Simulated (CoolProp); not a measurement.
20 sccm (0 °C, 1 atm) of nitrogen bubbles through liquid octamethylcyclotetrasiloxane (D4) at 312.8 K and leaves saturated at a total pressure of 0.0108 MPa (ideal gas phase). Each further row changes one setting.

The numbers come from the reference Helmholtz-energy equation of state, Thol 2015 in CoolProp.

| case | vapour pressure (kPa) | mole fraction of vapour | delivery (mg/min) | delivery (sccm) | change of delivery for a bath 1 K warmer (%) |
|---|---|---|---|---|---|
| as stated | 0.375 | 0.0347 | 9.51 | 0.719 | 7.0 |
| bath temperature 317.8 K | 0.517 | 0.0479 | 13.3 | 1.01 | 6.8 |
| total pressure 0.0216 MPa | 0.375 | 0.0173 | 4.67 | 0.353 | 6.9 |
